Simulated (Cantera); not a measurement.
An adiabatic, constant-pressure homogeneous reactor starts with H₂ : O₂ : N₂ = 1 : 0.806 : 3.55 (molar parts), at 1373 K and 3.10 bar. Integrator tolerance rtol = 1e-08.

Cantera simulation using GRI-Mech 3.0 (53 species, 325 reactions); the numbers are that mechanism's predictions, not measurements. The hydrogen kinetics of GRI-Mech 3.0 are dated; newer H2 mechanisms differ, most at raised pressure.

Problem. What does this change do: 0.15 parts CO2 added?

Solution. 
```
quantity                                                            before                                      after
---------------------------------  ---------------------------------------  -----------------------------------------
time of steepest temperature rise                                  7.96 µs                                    8.22 µs
temperature at 0.900 s                                              2556 K                                     2505 K
equilibrium temperature                                             2556 K                                     2505 K
x(H₂) at 0.900 s                   0.00369 (gas-phase equilibrium 0.00369)    0.00284 (gas-phase equilibrium 0.00284)
x(O₂) at 0.900 s                     0.0540 (gas-phase equilibrium 0.0540)      0.0543 (gas-phase equilibrium 0.0543)
x(OH) at 0.900 s                     0.0128 (gas-phase equilibrium 0.0128)      0.0109 (gas-phase equilibrium 0.0109)
x(O) at 0.900 s                    0.00252 (gas-phase equilibrium 0.00252)    0.00198 (gas-phase equilibrium 0.00198)
x(H) at 0.900 s                    0.00111 (gas-phase equilibrium 0.00111)  0.000783 (gas-phase equilibrium 0.000783)
```

Problem. What does this change do: N2 3.55 to 6 parts?

Solution. 
```json
[
 {"quantity": "time of steepest temperature rise", "before": "7.96 µs", "after": "11.8 µs"},
 {"quantity": "temperature at 0.900 s", "before": "2556 K", "after": "2245 K"},
 {"quantity": "equilibrium temperature", "before": "2556 K", "after": "2245 K"},
 {"quantity": "x(H₂) at 0.900 s", "before": "0.00369 (gas-phase equilibrium 0.00369)", "after": "0.000592 (gas-phase equilibrium 0.000592)"},
 {"quantity": "x(O₂) at 0.900 s", "before": "0.0540 (gas-phase equilibrium 0.0540)", "after": "0.0381 (gas-phase equilibrium 0.0381)"},
 {"quantity": "x(OH) at 0.900 s", "before": "0.0128 (gas-phase equilibrium 0.0128)", "after": "0.00340 (gas-phase equilibrium 0.00340)"},
 {"quantity": "x(O) at 0.900 s", "before": "0.00252 (gas-phase equilibrium 0.00252)", "after": "0.000399 (gas-phase equilibrium 0.000399)"},
 {"quantity": "x(H) at 0.900 s", "before": "0.00111 (gas-phase equilibrium 0.00111)", "after": "0.000101 (gas-phase equilibrium 0.000101)"}
]
```
